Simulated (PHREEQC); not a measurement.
1 kg of water holding 0.066 mol KHCO3, 0.051 mol KCl, 0.41 mol K2CO3 and 0.0084 mol K2SO4 is evaporated at 5 °C; the solids stay in contact with the brine. CO2 from the air is kept out. Solids allowed: Arcanite, Kalicinite, Misenite, Sylvite. Others were left out.

Model: Pitzer model, pitzer.dat, run in PHREEQC.

```tsv
water left (kg)	ionic strength	water activity	Arcanite (mol)
1	1.37	0.979	0
0.6755	2.03	0.969	0
0.5552	2.47	0.963	0
0.375	3.66	[?]	0
0.3082	4.45	0.933	0
0.2082	[?]	0.896	0
0.1407	9.68	[?]	0.00352
0.1156	11.7	0.794	[?]
0.07809	17.3	0.671	0.00758
```

Q: Fill in the missing entries.

A: 
- 0.375, water activity: 0.945
- 0.2082, ionic strength: 6.59
- 0.1407, water activity: 0.837
- 0.1156, Arcanite (mol): 0.00557

At this temperature some constants are extrapolated from 25 °C, and those without enthalpy data are left unchanged.
